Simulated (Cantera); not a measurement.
A closed system holds: 1 mol TiO2, 0.57 mol C, 0.025 mol CO, equilibrated at 1475 °C and 2.70 bar.

Cantera equilibrium calculation (NASA polynomials, part measured and part estimated; ideal gas, pure solids and liquids). Candidate condensed phases: C, Ti, TiC, TiO, TiO2, Ti2O3, Ti3O5, Ti4O7; 15 gas species. Mutual solubility and eutectic melting of coexisting phases are not modelled. TiC: taken at fixed stoichiometry. The numbers say what is thermodynamically allowed, not how fast it happens.

Base state: CO 1.000, CO2 0.000388 (mole fractions); condensed: TiC(s) + Ti3O5(s).

**Question.** What changes in the equilibrium state with this change: TiO2 replaced by CuO?

**Answer.** 
```json
[
 {"species": "CO2", "before": "0.000388", "after": "0.723"},
 {"species": "CO", "before": "1.000", "after": "0.277"},
 {"species": "Cu", "before": "0", "after": "0.000108"},
 {"species": "TiC(s), mol", "before": "0.0888", "after": "0"},
 {"species": "Ti3O5(s), mol", "before": "0.304", "after": "0"},
 {"species": "Cu(l), mol", "before": "0", "after": "1.000"}
]
```
Further candidate phases: Cu, CuO, Cu2O.

**Question.** What changes in the equilibrium state with this change: pressure from 2.70 bar to 11.0 mbar?

**Answer.** 
```tsv
species	before	after
CO	1.000	1.000
CO2	0.000388	4.32e-5
TiC(s), mol	0.0888	0.0280
Ti3O5(s), mol	0.304	0
Ti2O3(s), mol	0	0.486
```
